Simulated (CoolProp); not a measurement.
Saturation properties of water (Tc = 647.1 K, pc = 220.6 bar, ω = 0.344).

Model: reference Helmholtz-energy equation of state, Wagner 2002, in CoolProp.

| T (K) | p (bar) | vapour density (kg/m³) | liquid viscosity (µPa s) | vapour viscosity (µPa s) |
|---|---|---|---|---|
| 459.5 | 11.58 | 5.919 | 145 | 15.2 |
| 474.3 | 15.93 | 8.046 | 134 | 15.7 |
| 489.1 | 21.45 | 10.76 | 124 | 16.2 |
| 503.9 | 28.36 | 14.18 | 116 | 16.7 |
| 518.8 | 36.92 | 18.51 | 108 | 17.3 |
| 533.6 | 47.27 | 23.89 | 102 | 17.8 |
| 548.4 | 59.69 | 30.65 | 95.4 | 18.4 |
| 563.2 | 74.47 | 39.16 | 89.6 | 19.1 |
| 578.1 | 92.03 | 50.13 | 84.0 | 19.8 |
| 592.9 | 112.5 | 64.36 | 78.4 | 20.8 |
| 607.7 | 136.3 | 83.71 | 72.6 | 21.9 |

It boils at 373.1 K under 1 atm.

Viscosity comes from a separate model (Huber 2009).
